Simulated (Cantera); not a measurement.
An adiabatic, constant-pressure homogeneous reactor starts with CH3OH : O2 : N2 = 1 : 0.9 : 11.1 (molar parts), equivalence ratio 1.7, at 1273 K and 9.87 atm.

Cantera simulation using GRI-Mech 3.0 (53 species, 325 reactions); the numbers are that mechanism's predictions, not measurements. GRI-Mech 3.0 was tuned for natural gas; its chemistry of methanol as a main component is partial and can be far from experiment.

x: mole fraction; the columns are a selection and need not sum to one.

```csv
t (s),T (K),x CH3OH,x O2,x CH2O,x HO2,x C2H2
2.00e-6,1273,0.0769,0.0692,4.06e-7,…,<1e-12
7.35e-6,1273,0.0769,0.0692,1.69e-6,…,<1e-12
2.70e-5,1273,0.0769,0.0692,6.97e-6,…,<1e-12
9.93e-5,1273,0.0769,0.0692,3.63e-5,…,<1e-12
0.000365,1274,0.0760,0.0688,0.000813,…,<1e-12
0.00134,1954,<1e-12,5.06e-8,7.42e-9,5.71e-11,<1e-12
0.00493,1954,<1e-12,2.69e-8,7.36e-9,2.85e-11,<1e-12
0.0181,1954,<1e-12,2.68e-8,7.36e-9,2.84e-11,<1e-12
0.0666,1954,<1e-12,2.68e-8,7.36e-9,2.84e-11,<1e-12
0.245,1954,<1e-12,2.68e-8,7.36e-9,2.84e-11,<1e-12
0.900,1954,<1e-12,2.68e-8,7.36e-9,2.84e-11,<1e-12
```

Question: Complete the blanks.

Answer: 
- 2.00e-6, x HO2: 2.75e-7
- 7.35e-6, x HO2: 1.15e-6
- 2.70e-5, x HO2: 4.55e-6
- 9.93e-5, x HO2: 1.62e-5
- 0.000365, x HO2: 8.51e-5
